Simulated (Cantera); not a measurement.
Input: 1 mol Pb, 0.12 mol H2, 0.71 mol O2, held at 1.33 mbar.

Cantera equilibrium calculation (NASA polynomials, part measured and part estimated; ideal gas, pure solids and liquids). Candidate condensed phases: H2O, Pb, PbO, PbO2, Pb3O4; 12 gas species. Equilibrium is a limit: real reactors are often held back by kinetics, nucleation or transport. All values below are at 1048 K.

Base state: O2 0.555, H2O 0.444, PbO 0.00105 (mole fractions); condensed: PbO(yellow).

Question: What changes in the equilibrium state with this change: H2 from 0.12 to 0.08 mol?

Answer: 
```tsv
species	before	after
O2	0.555	0.679
H2O	0.444	0.320
PbO	0.00105	0.00105
PbO(yellow), mol	1.000	1.000
```
